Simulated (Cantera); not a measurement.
A perfectly stirred reactor is fed with 3.45 % NH3, 96.6 % N2, at 0.300 bar; it is held at 1975 K, and followed from long to short residence time.

Computed with Cantera and the gas-phase N/H chemistry of the illustrative SiF4/NH3 mechanism in the Surface Chemkin manual (1991). Walls and surfaces, which speed up NH3 decomposition in real reactors, are not modelled.

Task: Predict: x(NH3) at τ = 20.0 s; x(N2) at τ = 20.0 s; x(NH2) at τ = 20.0 s; x(H) at τ = 20.0 s; x(NH3) at τ = 0.150 s; x(N2) at τ = 0.150 s; x(NH2) at τ = 0.150 s; x(H) at τ = 0.150 s; x(N2H2) at τ = 0.150 s.

Result: 
```
Property                   Value
----------------------  --------
x(NH3) at τ = 20.0 s    0.000249
x(N2) at τ = 20.0 s        0.950
x(NH2) at τ = 20.0 s     4.38e-6
x(H) at τ = 20.0 s      0.000303
x(NH3) at τ = 0.150 s     0.0168
x(N2) at τ = 0.150 s       0.958
x(NH2) at τ = 0.150 s    9.05e-5
x(H) at τ = 0.150 s      4.83e-5
x(N2H2) at τ = 0.150 s   8.62e-8
```
